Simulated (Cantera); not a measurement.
Mixture: CH4 : H2 : O2 : N2 = 1 : 0.02 : 1.69 : 11.5 (molar parts), equivalence ratio 1.2, at 4.93 atm, adiabatic and at constant pressure. Ignition delay is the time to a rise of 400 K.

Cantera simulation using GRI-Mech 3.0 (53 species, 325 reactions); the numbers are that mechanism's predictions, not measurements. Below about 1000 K GRI-Mech 3.0 lacks low-temperature oxidation paths. Below about 950 K walls govern HO2 and H2O2 in real vessels.

### Question
Predict: delay at 900 K; delay at 1100 K; delay at 1300 K; delay at 1500 K; apparent activation energy between 1400 and 1600 K.

### Answer
```json
{
 "delay at 900 K": "0.670 s",
 "delay at 1100 K": "46.8 ms",
 "delay at 1300 K": "4.84 ms",
 "delay at 1500 K": "0.582 ms",
 "apparent activation energy between 1400 and 1600 K": "190 kJ/mol"
}
```
